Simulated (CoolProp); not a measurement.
A Linde-Hampson liquefier for CF4 (R14): isothermal reversible compression at 290 K from 1 atm to 10 MPa, throttling to 1 atm, return gas leaving the recuperator 2 K below the feed. Each further row changes one setting.

Model: reference Helmholtz-energy equation of state, Platzer 1990, in CoolProp. This equation is an older, rougher fit; its heat capacities, sound speeds and derivatives of the liquid may be far off and weren't checked against measurements.

```
case                        liquid yield per pass  compression work (kJ/kg of gas)
--------------------------  ---------------------  -------------------------------
as stated                                     [?]                              115
high pressure 20 MPa                          [?]                              [?]
warm-end temperature 320 K                    [?]                              [?]
warm-end gap 7 K                              [?]                              115
```

### Question
Fill in the missing entries.

### Answer

- as stated, liquid yield per pass: 0.208
- high pressure 20 MPa, liquid yield per pass: 0.297
- high pressure 20 MPa, compression work (kJ/kg of gas): 128
- warm-end temperature 320 K, liquid yield per pass: 0.139
- warm-end temperature 320 K, compression work (kJ/kg of gas): 131
- warm-end gap 7 K, liquid yield per pass: 0.195
